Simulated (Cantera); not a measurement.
Input: 1 mol FeS₂, 0.09 mol SO₃, 0.63 mol H₂O, 1.5 mol H₂S, held at 1600 K and 0.100 bar.

These are equilibrium values from Cantera (NASA tables, ideal gas, pure condensed phases), not measurements of a reactor. Candidate condensed phases: Fe, FeO, Fe(OH)₂, Fe(OH)₃, FeS, FeSO₄, FeS₂, Fe₂O₃, Fe₂(SO₄)₃, Fe₃O₄, H₂O, H₂SO₄, S; 22 gas species. FeS: taken at fixed stoichiometry. The numbers say what is thermodynamically allowed, not how fast it happens.

Base state: S₂ 0.331, H₂ 0.276, H₂O 0.260, H₂S 0.116, SH 0.00710, SO₂ 0.00698, SO 0.00178, S₂O 0.00101 (mole fractions); condensed: FeS(l).

### Question
What changes in the equilibrium state with this change: temperature from 1600 K to 998.15 K?

### Answer
```tsv
species	before	after
H₂S	0.116	0.422
H₂O	0.260	0.310
S₂	0.331	0.244
H₂	0.276	0.0195
H	9.03e-5	<1e-9
S	0.000220	1.03e-8
FeS(l), mol	1.000	0
FeS(s), mol	0	1.00
```
Gases not in the tables: S₃ to S₇.
